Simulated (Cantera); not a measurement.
A perfectly stirred reactor is fed with CH₃OH : O₂ : N₂ = 1 : 1.15 : 4.34 (molar parts), at 0.630 bar; it is adiabatic with a 600 K inlet, and is followed from long to short residence time, starting on the burning branch (τ in s: 0.25, 0.084, 0.028, 0.0094, 0.0032, 0.0011, 0.00036, 0.00012, 4e-05, 1.4e-05).

Detailed kinetics in Cantera: GRI-Mech 3.0 (53 species, 325 reactions). GRI-Mech 3.0 was tuned for natural gas; its chemistry of methanol as a main component is partial and can be far from experiment.

Problem. Predict: blow-out, bracketed by the residence times tried; x(CH₃OH) at τ = 0.250 s; x(O₂) at τ = 0.250 s; x(NO) at τ = 0.250 s; x(O) at τ = 0.250 s; x(CH₃OH) at τ = 1.10 ms; x(O₂) at τ = 1.10 ms; x(NO) at τ = 1.10 ms; x(CH₂CO) at τ = 1.10 ms; x(O) at τ = 1.10 ms.

Solution. blow-out, bracketed by the residence times tried: burning at 0.120 ms, out at 40.0 µs
x(CH₃OH) at τ = 0.250 s: 4.96e-7
x(O₂) at τ = 0.250 s: 0.000441
x(NO) at τ = 0.250 s: 0.000427
x(O) at τ = 0.250 s: 0.000151
x(CH₃OH) at τ = 1.10 ms: 2.89e-5
x(O₂) at τ = 1.10 ms: 0.00625
x(NO) at τ = 1.10 ms: 8.97e-5
x(CH₂CO) at τ = 1.10 ms: 2.08e-8
x(O) at τ = 1.10 ms: 0.00230
